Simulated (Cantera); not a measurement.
An adiabatic, constant-pressure homogeneous reactor starts with 3.03 % CH4, 10.4 % O2, 86.5 % N2, equivalence ratio 0.58, at 950 K and 1000000 Pa.

Computed with Cantera and GRI-Mech 3.0 (53 species, 325 reactions). Below about 1000 K GRI-Mech 3.0 lacks low-temperature oxidation paths.

x: mole fraction; the columns are a selection and need not sum to one.

```
t (s)     T (K)   x CH4    x O2     x HO2     x NO      x H2O2     x H2O       x O
--------  -----  ------  ------  --------  -------  ----------  --------  --------
5.00e-6     950  0.0303   0.104  1.78e-11   <1e-12      <1e-12    <1e-12    <1e-12
1.95e-5     950  0.0303   0.104  6.94e-11   <1e-12      <1e-12    <1e-12    <1e-12
7.58e-5     950  0.0303   0.104  2.70e-10   <1e-12    1.07e-12  7.17e-12    <1e-12
0.000295    950  0.0303   0.104   1.04e-9   <1e-12    1.61e-11  1.13e-10    <1e-12
0.00115     950  0.0303   0.104   3.96e-9   <1e-12    2.23e-10   1.82e-9    <1e-12
0.00447     950  0.0303   0.104   1.42e-8   <1e-12  (withheld)   3.50e-8    <1e-12
0.0174      950  0.0303   0.104   4.27e-8   <1e-12  (withheld)   6.95e-7  3.39e-12
0.0678      950  0.0302   0.104   1.08e-7   <1e-12  (withheld)   7.15e-6  6.42e-12
0.264       952  0.0300   0.104   1.15e-6   <1e-12  (withheld)  0.000210  7.77e-11
1.03       1634  <1e-12  0.0439   1.99e-7  2.30e-6     1.70e-8    0.0605   1.43e-6
4.00       1634  <1e-12  0.0439   1.99e-7  1.04e-5     1.70e-8    0.0605   1.43e-6
```

### Question
Complete the blanks.

### Answer

- 0.00447, x H2O2: 2.59e-9
- 0.0174, x H2O2: 1.74e-8
- 0.0678, x H2O2: 5.96e-8
- 0.264, x H2O2: 1.86e-6
